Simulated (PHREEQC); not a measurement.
Dissolve 0.12 mol/kgw ZnSO4, 0.027 mol/kgw ZnCl2 and 0.0012 mol/kgw NaCl at 25 °C. Closed to the air; pH follows from the charge balance.

Equilibrium calculation in PHREEQC: ion-association model, phreeqc.dat.

The pH comes out as 5.35 and the ionic strength is 0.305 mol/kgw. The density comes out as 1.020 g/cm³.

```csv
species,molality,activity,log γ
Zn+2,0.0812,0.0208,-0.591
Cl-,0.0521,0.0357,-0.165
ZnSO4,0.0477,0.0512,0.030
SO4-2,0.0420,0.0105,-0.603
Zn(SO4)2-2,0.0151,0.00436,-0.539
ZnCl+,0.00291,0.00200,-0.163
Na+,0.00114,0.000831,-0.137
ZnCl2,6.97e-5,7.48e-5,0.030
NaSO4-,6.06e-5,4.37e-5,-0.142
ZnOH+,6.90e-6,5.06e-6,-0.135
HSO4-,6.25e-6,4.59e-6,-0.135
H+,5.75e-6,4.50e-6,-0.107
ZnOHCl,5.08e-6,5.45e-6,0.030
ZnCl3-,4.36e-6,2.99e-6,-0.163
ZnCl4-2,2.09e-7,5.35e-8,-0.591
Zn(OH)2,1.20e-8,1.29e-8,0.030
```

No solid was allowed to form. Species that the database lacks are ignored.
